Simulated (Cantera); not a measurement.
# Hydrocarbon pyrolysis for carbon deposition

An isothermal, constant-pressure homogeneous reactor starts with 4.76 % CH4, 95.2 % N2, at 1700 K and 13300 Pa.

Cantera simulation using GRI-Mech 3.0 (53 species, 325 reactions); the numbers are that mechanism's predictions, not measurements. GRI-Mech 3.0 stops at C3 and has no aromatics, soot or wall deposition, so with more carbon than oxygen in the feed, carbon stays in small species such as C2H2 where larger ones or solid carbon would form.

```json
[
 {"t (s)": "0.000500", "x CH4": "0.0475", "x H": "3.61e-7", "x HCN": "<1e-12", "x C2H": "<1e-12", "x C2H4": "4.33e-7"},
 {"t (s)": "0.00150", "x CH4": "0.0474", "x H": "5.86e-7", "x HCN": "1.54e-11", "x C2H": "3.95e-12", "x C2H4": "1.16e-5"},
 {"t (s)": "0.00451", "x CH4": "0.0464", "x H": "2.58e-6", "x HCN": "5.34e-10", "x C2H": "4.29e-10", "x C2H4": "0.000259"},
 {"t (s)": "0.0136", "x CH4": "0.0384", "x H": "1.77e-5", "x HCN": "3.69e-8", "x C2H": "1.71e-8", "x C2H4": "0.00219"},
 {"t (s)": "0.0408", "x CH4": "0.0220", "x H": "4.38e-5", "x HCN": "3.79e-7", "x C2H": "7.74e-8", "x C2H4": "0.000744"},
 {"t (s)": "0.122", "x CH4": "0.00928", "x H": "6.88e-5", "x HCN": "1.31e-6", "x C2H": "1.27e-7", "x C2H4": "0.000113"},
 {"t (s)": "0.368", "x CH4": "0.00286", "x H": "9.03e-5", "x HCN": "2.98e-6", "x C2H": "1.68e-7", "x C2H4": "1.96e-5"},
 {"t (s)": "1.11", "x CH4": "0.000803", "x H": "0.000101", "x HCN": "4.93e-6", "x C2H": "1.89e-7", "x C2H4": "1.05e-5"},
 {"t (s)": "3.32", "x CH4": "0.000241", "x H": "0.000105", "x HCN": "6.89e-6", "x C2H": "1.95e-7", "x C2H4": "9.95e-6"},
 {"t (s)": "9.98", "x CH4": "8.36e-5", "x H": "0.000106", "x HCN": "8.98e-6", "x C2H": "1.97e-7", "x C2H4": "9.94e-6"},
 {"t (s)": "30.0", "x CH4": "4.67e-5", "x H": "0.000106", "x HCN": "1.19e-5", "x C2H": "1.97e-7", "x C2H4": "9.95e-6"}
]
```
x: mole fraction; the columns are a selection and need not sum to one.

Equilibrium at this temperature and pressure: CH4 2.01e-5, H 0.000106, HCN 0.0365, C2H 3.89e-8, C2H4 1.97e-6 (gas phase only).
